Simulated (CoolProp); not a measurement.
The fluid at 298.15 K and 8.41 MPa is throttled through a valve to 1.33 MPa with no heat exchange. The same conditions are run with several fluids, on thermodynamics alone (safety and materials aside).

Computed with CoolProp (reference Helmholtz-energy equation of state of each fluid (ethylene: Smukala 2000; C2F6 (R116): Lemmon 2006; carbon monoxide: Lemmon 2006; fluorine: de Reuck 1990; oxygen: Schmidt 1985)).

Q: Rank ethylene, C2F6 (R116), carbon monoxide, fluorine, oxygen by temperature change (K), highest first.

A: fluorine (-12.7), carbon monoxide (-15.5), oxygen (-18.1), C2F6 (R116) (-36.9), ethylene (-67.9)

| fluid | final phase | final density (kg/m³) |
|---|---|---|
| ethylene | two-phase, vapour fraction 0.623 | 37.9 |
| C2F6 (R116) | two-phase, vapour fraction 0.533 | 204 |
| carbon monoxide | gas | 16.0 |
| fluorine | gas | 21.4 |
| oxygen | gas | 18.5 |
